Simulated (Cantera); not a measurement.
A closed system holds: 1 mol SiC, 0.028 mol N2O, 140 mol H2, at 1002 °C and 0.290 Pa.

Method: chemical equilibrium by Gibbs-energy minimisation in Cantera with the NASA 1993 tables (ideal gas, pure condensed phases). Candidate condensed phases: C, C6H6, C7H8, C8H18, H2O, Si, SiC, SiO2, Si2N2O, Si3N4; 151 gas species. Kinetics and transport are ignored.

Base state: H2 0.999, H 0.000433, N2 0.000200, CO 0.000100, SiO 9.96e-5 (mole fractions); condensed: SiC(s).

Problem. What changes in the equilibrium state with this change: temperature from 1002 °C to 1725 °C?

Solution. 
```csv
species,before,after
H,0.000433,0.595
H2,0.999,0.399
Si,6.77e-7,0.00478
C2H2 (acetylene),<1e-9,0.000303
SiC2,<1e-9,0.000196
SiO,9.96e-5,7.74e-9
C,<1e-9,1.01e-5
HCN,5.86e-8,8.83e-5
"SiC(s), mol",0.986,0
"C(graphite), mol",0,0.741
```

Problem. What changes in the equilibrium state with this change: temperature from 1002 °C to 1477 °C?

Solution. 
```json
[
 {"species": "H2", "before": "0.999", "after": "0.866"},
 {"species": "H", "before": "0.000433", "after": "0.127"},
 {"species": "Si", "before": "6.77e-7", "after": "0.00648"},
 {"species": "C2H2 (acetylene)", "before": "<1e-9", "after": "9.95e-5"},
 {"species": "SiC2", "before": "<1e-9", "after": "7.00e-5"},
 {"species": "Si2C", "before": "<1e-9", "after": "3.45e-5"},
 {"species": "SiC(s), mol", "before": "0.986", "after": "0"},
 {"species": "C(graphite), mol", "before": "0", "after": "0.907"}
]
```
